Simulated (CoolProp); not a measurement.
Properties of ethanol along the isobar 0.526 MPa (Tc = 514.7 K, pc = 6.268 MPa, ω = 0.644).

Values from CoolProp's reference Helmholtz-energy equation of state, Schroeder 2014.

| T (K) | phase | cp (kJ/(kg K)) | cv (kJ/(kg K)) | expansivity (1/kK) |
|---|---|---|---|---|
| 452.2 | gas | 2.121 | 1.859 | 2.806 |
| 469 | gas | 2.139 | 1.893 | 2.597 |
| 485.7 | gas | 2.163 | 1.929 | 2.428 |
| 502.5 | gas | 2.191 | 1.967 | 2.286 |
| 519.3 | gas | ___ | 2.005 | 2.165 |
| 536.1 | gas | 2.256 | 2.045 | 2.061 |
| 552.9 | gas | 2.290 | 2.084 | 1.970 |
| 569.7 | gas | ___ | 2.123 | 1.890 |
| 586.4 | gas | 2.361 | 2.162 | 1.818 |
| 603.2 | gas | 2.397 | 2.200 | 1.753 |
| 620 | gas | 2.433 | ___ | 1.693 |

### Question
Fill in the missing entries.

### Answer

- 519.3, cp (kJ/(kg K)): 2.223
- 569.7, cp (kJ/(kg K)): 2.326
- 620, cv (kJ/(kg K)): 2.238
